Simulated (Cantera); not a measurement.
Charge: 1 mol Cu, 7.7 mol F₂, held at 400 °C and 850 Pa.

These are equilibrium values from Cantera (NASA tables, ideal gas, pure condensed phases), not measurements of a reactor. Candidate condensed phases: Cu, CuF₂; 6 gas species. Rates play no part.

Base state: F₂ 0.991, F 0.00890 (mole fractions); condensed: CuF₂(s).

Task: What changes in the equilibrium state with this change: temperature from 400 °C to 752 °C?

Result: 
```json
[
 {"species": "F", "before": "0.00890", "after": "0.717"},
 {"species": "F₂", "before": "0.991", "after": "0.280"},
 {"species": "CuF₂", "before": "<1e-9", "after": "0.00296"},
 {"species": "CuF₂(s), mol", "before": "1.00", "after": "0.969"}
]
```

Task: What changes in the equilibrium state with this change: temperature from 400 °C to 602 °C?

Result: 
```tsv
species	before	after
F₂	0.991	0.772
F	0.00890	0.228
CuF₂	<1e-9	1.77e-5
CuF₂(s), mol	1.00	1.000
```
